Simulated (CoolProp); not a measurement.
Vapour-liquid equilibrium of R113 (1) + n-hexane (2) at 424.3 K; x and y are mole fractions of (1).

Computed with CoolProp (multi-fluid Helmholtz-energy mixture model, Marx 1992 and Thol 2019; pair parameters Bell 2016).

| x | bubble pressure (MPa) | y at the bubble point | dew pressure at overall composition x (MPa) | liquid density (mol/L) |
|---|---|---|---|---|
| 0.05 | 0.8051 | 0.081 | 0.7916 | 6.032 |
| 0.125 | 0.8542 | 0.189 | 0.8248 | 6.047 |
| 0.2 | 0.9002 | 0.284 | 0.8596 | 6.064 |
| 0.275 | 0.9431 | 0.369 | 0.8959 | 6.083 |
| 0.35 | 0.9835 | … | 0.9335 | 6.103 |
| 0.425 | 1.021 | 0.519 | 0.9722 | 6.126 |
| 0.5 | 1.057 | 0.587 | … | 6.151 |
| 0.575 | 1.091 | 0.652 | 1.051 | 6.178 |
| 0.65 | 1.122 | 0.714 | … | 6.209 |
| 0.725 | 1.152 | 0.776 | 1.128 | 6.242 |
| 0.8 | 1.180 | 0.837 | 1.164 | 6.279 |
| 0.875 | … | 0.897 | … | 6.320 |
| 0.95 | … | … | 1.227 | … |

**Question.** What belongs in the gaps?

**Answer.** 
- 0.35, y at the bubble point: 0.447
- 0.5, dew pressure at overall composition x (MPa): 1.012
- 0.65, dew pressure at overall composition x (MPa): 1.090
- 0.875, bubble pressure (MPa): 1.206
- 0.875, dew pressure at overall composition x (MPa): 1.197
- 0.95, bubble pressure (MPa): 1.231
- 0.95, y at the bubble point: 0.959
- 0.95, liquid density (mol/L): 6.364

No azeotrope shows between x = 0.05 and 0.95.

Pair parameters are fitted to limited data, so mixtures are less certain than the pure fluids.
